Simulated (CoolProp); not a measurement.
A closed Brayton cycle with dry air: compressor inlet 313.15 K and 3.7 MPa, high pressure 7.87 MPa, turbine inlet 785 K, compressor efficiency 0.85, turbine efficiency 0.93, recuperator effectiveness 0.95 (on enthalpy, no pinch check). Each further row changes one setting.

Computed with CoolProp (reference Helmholtz-energy equation of state, Lemmon 2000). It is a pseudo-pure fit of the blend.

```
case                           thermal efficiency (%)  net work (kJ/kg)  compressor to turbine work  compressor exit (K)  turbine exit (K)
-----------------------------  ----------------------  ----------------  --------------------------  -------------------  ----------------
as stated                                           …              56.4                        0.61                402.5             651.8
turbine inlet 735 K                              31.0                 …                        0.66                402.5             609.0
compressor inlet 323.15 K                        32.9              53.4                           …                    …             651.8
high pressure 6.69 MPa                           35.6              48.4                           …                381.6             678.6
recuperator effectiveness 0.5                    20.1              56.4                        0.61                402.5             651.8
```

Problem. Some entries are withheld; supply them.

Solution. 
- as stated, thermal efficiency (%): 34.6
- turbine inlet 735 K, net work (kJ/kg): 47.0
- compressor inlet 323.15 K, compressor to turbine work: 0.64
- compressor inlet 323.15 K, compressor exit (K): 415.2
- high pressure 6.69 MPa, compressor to turbine work: 0.59
